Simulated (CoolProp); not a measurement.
Model: reference Helmholtz-energy equation of state, Lemmon and Jacobsen 2000, in CoolProp.

Question: Give the vapour pressure (MPa), enthalpy of vaporisation (kJ/kg), liquid cp (kJ/(kg K)), surface tension (mN/m) of saturated R143a at -72.75, -51.95, -17.35 °C.

Answer: 
| T (°C) | p (MPa) | enthalpy of vaporisation (kJ/kg) | liquid cp (kJ/(kg K)) | surface tension (mN/m) |
|---|---|---|---|---|
| -72.75 | 0.0253 | 243 | 1.26 | 18.2 |
| -51.95 | 0.0806 | 230 | 1.31 | 15.0 |
| -17.35 | 0.347 | 204 | 1.42 | 9.99 |

Surface tension comes from a separate correlation (Mulero 2014).
